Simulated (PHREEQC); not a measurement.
Dissolve 0.21 mol HF, 0.0069 mol KF and 0.00026 mol H2SiF6 per kg of water at 57 °C. Closed to the air; pH follows from the charge balance.

Computed with PHREEQC (ion-association model, wateq4f.dat).

Each row changes one thing in this solution. No solid was allowed to form.

```csv
case,pH,ionic strength (mol/kgw),HF (mol/kgw),H2F2 (mol/kgw),F- (mol/kgw),HF2- (mol/kgw)
as made,2.12,0.0156,0.158,0.0192,0.00873,0.00606
HF from 0.21 to 0.315 mol/kgw,1.99,0.0187,0.220,0.0374,0.00909,0.00882
HF from 0.21 to 0.021 mol/kgw,2.96,0.00836,0.0192,0.000283,0.00700,0.000589
H2SiF6 replaced by KHF2 at the same molality,2.14,0.0153,0.158,0.0192,0.00903,0.00626
0.025 mol/kgw CdSO4 added,2.20,0.0729,0.152,0.0182,0.0115,0.00783
H2SiF6 replaced by NaHF2 at the same molality,2.14,0.0153,0.158,0.0192,0.00903,0.00626
HF left out,4.14,0.00703,0.00124,1.18e-6,0.00684,3.72e-5
KF from 0.0069 to 0.00621 mol/kgw,2.11,0.0151,0.158,0.0192,0.00847,0.00588
```

Species that the database lacks are ignored. wateq4f.dat counts part of the HF as a dimer, H2F2, which phreeqc.dat doesn't know; its constant is uncertain. Away from 25 °C the constants follow the database's enthalpies or fits; those with neither stay at their 25 °C values. SiF6-2 is the database's only silicon fluoride.
